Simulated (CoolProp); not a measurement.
The fluid at 311.68 K and 0.313 MPa flows at 3.4 m/s in a round tube of 6 mm bore and 15 µm roughness, fully developed (64/Re and Nu = 3.66 if laminar; Colebrook and Gnielinski if turbulent). The same conditions are run with several fluids, on thermodynamics alone (safety and materials aside).

Model: reference Helmholtz-energy equation of state of each fluid (ammonia: Gao 2020; sulfur hexafluoride: Guder 2009; R227EA: Lemmon 2016; C3F8 (R218): Lemmon 2006; R125: Lemmon 2005), in CoolProp.

Rank ammonia, sulfur hexafluoride, R227EA, C3F8 (R218), R125 by Reynolds number, highest first.

C3F8 (R218) (38200), R227EA (37400), sulfur hexafluoride (23400), R125 (22700), ammonia (4090)

```json
[
 {"fluid": "ammonia", "Darcy friction factor": "0.0421", "pressure drop (Pa/m)": "85.9", "heat-transfer coefficient (W/(m² K))": "69.4", "mass flow (kg/h)": "0.732"},
 {"fluid": "sulfur hexafluoride", "Darcy friction factor": "0.0300", "pressure drop (Pa/m)": "526", "heat-transfer coefficient (W/(m² K))": "175", "mass flow (kg/h)": "6.30"},
 {"fluid": "R227EA", "Darcy friction factor": "0.0284", "pressure drop (Pa/m)": "607", "heat-transfer coefficient (W/(m² K))": "264", "mass flow (kg/h)": "7.69"},
 {"fluid": "C3F8 (R218)", "Darcy friction factor": "0.0283", "pressure drop (Pa/m)": "658", "heat-transfer coefficient (W/(m² K))": "264", "mass flow (kg/h)": "8.35"},
 {"fluid": "R125", "Darcy friction factor": "0.0301", "pressure drop (Pa/m)": "438", "heat-transfer coefficient (W/(m² K))": "179", "mass flow (kg/h)": "5.23"}
]
```

Transport values come from each fluid's own correlations; those of R227EA, C3F8 (R218) are estimates that may be off by 10 % or more.
